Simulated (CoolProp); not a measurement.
1,2-dichloroethane along the isobar 7.28 MPa: fugacity coefficient from the reference equation and from simpler models built on Tc = 561.6 K, pc = 5.226 MPa, ω = 0.269; each cubic takes its own stable root.

Model: reference Helmholtz-energy equation of state, Thol 2015, in CoolProp.

```json
[
 {"T (K)": "299.5", "phase": "liquid", "reference": "0.001931", "Redlich-Kwong": "0.004933", "Soave-Redlich-Kwong": "0.001901"},
 {"T (K)": "307.9", "phase": "liquid", "reference": "0.002817", "Redlich-Kwong": "0.006872", "Soave-Redlich-Kwong": "0.002788"},
 {"T (K)": "316.3", "phase": "liquid", "reference": "0.004013", "Redlich-Kwong": "0.009355", "Soave-Redlich-Kwong": "0.003991"},
 {"T (K)": "324.7", "phase": "liquid", "reference": "0.005592", "Redlich-Kwong": "0.01247", "Soave-Redlich-Kwong": "0.005587"},
 {"T (K)": "333.1", "phase": "liquid", "reference": "0.007634", "Redlich-Kwong": "0.01631", "Soave-Redlich-Kwong": "0.007662"},
 {"T (K)": "341.5", "phase": "liquid", "reference": "0.01023", "Redlich-Kwong": "0.02097", "Soave-Redlich-Kwong": "0.01031"},
 {"T (K)": "349.9", "phase": "liquid", "reference": "0.01347", "Redlich-Kwong": "0.02653", "Soave-Redlich-Kwong": "0.01364"},
 {"T (K)": "358.3", "phase": "liquid", "reference": "0.01746", "Redlich-Kwong": "0.03306", "Soave-Redlich-Kwong": "0.01774"},
 {"T (K)": "366.7", "phase": "liquid", "reference": "0.02229", "Redlich-Kwong": "0.04066", "Soave-Redlich-Kwong": "0.02274"},
 {"T (K)": "375.1", "phase": "liquid", "reference": "0.02807", "Redlich-Kwong": "0.04938", "Soave-Redlich-Kwong": "0.02874"}
]
```
